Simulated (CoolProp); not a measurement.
Computed with CoolProp (reference Helmholtz-energy equation of state, Tillner-Roth 1997).

Q: Give the vapour pressure (MPa), surface tension (mN/m), vapour viscosity (µPa s), liquid conductivity (mW/(m K)) of saturated CH2F2 (R32) at -6.05 °C.

A: 
| T (°C) | p (MPa) | surface tension (mN/m) | vapour viscosity (µPa s) | liquid conductivity (mW/(m K)) |
|---|---|---|---|---|
| -6.05 | 0.667 | 12.0 | 12.0 | 159 |

Viscosity comes from a separate model (Bell 2016), an estimate that may be off by 10 % or more. Thermal conductivity comes from a separate model (Huber 2003), an estimate that may be off by 10 % or more. Surface tension comes from a separate correlation (Mulero 2012).
